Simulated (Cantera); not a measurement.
Charge: 1 mol AlI3, 18 mol O2, 14 mol H2, 29 mol H2O, at 575 °C.

Equilibrium computed with Cantera from the NASA thermochemical tables; the gas is ideal and each condensed phase is pure. Candidate condensed phases: Al, AlI3, Al2O3, H2O, I2; 25 gas species. The numbers say what is thermodynamically allowed, not how fast it happens.

### Question
At 0.0750 Torr, list the 4 most abundant gas species with their mole fractions, and the condensed phases.

### Answer
H2O 0.766, O2 0.183, I 0.0491, I2 0.00215. Condensed: Al2O3(s).
